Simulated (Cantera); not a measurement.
Input: 1 mol Si3N4, 0.083 mol N2O, 3.9 mol N2, equilibrated at 5.40e-6 bar.

Cantera equilibrium calculation (NASA polynomials, part measured and part estimated; ideal gas, pure solids and liquids). Candidate condensed phases: Si, SiO2, Si2N2O, Si3N4; 16 gas species. Equilibrium is a limit: real reactors are often held back by kinetics, nucleation or transport. All values below are at 1150 °C.

Base state: N2 0.986, SiO 0.0137, Si 0.000283 (mole fractions); condensed: Si(s).

What changes in the equilibrium state with this change: N2O from 0.083 to 0.31 mol?


| species | before | after |
|---|---|---|
| N2 | 0.986 | 0.959 |
| SiO | 0.0137 | 0.0411 |
| Si | 0.000283 | 0.000283 |
| Si(s), mol | 2.92 | 2.64 |
| Si2N2O(s), mol | 0 | 0.0455 |
Mutual solubility and eutectic melting of coexisting phases are not modelled.

What changes in the equilibrium state with this change: N2O from 0.083 to 0.27 mol?


```tsv
species	before	after
N2	0.986	0.959
SiO	0.0137	0.0411
Si	0.000283	0.000283
Si(s), mol	2.92	2.72
Si2N2O(s), mol	0	0.00549
```
Mutual solubility and eutectic melting of coexisting phases are not modelled.
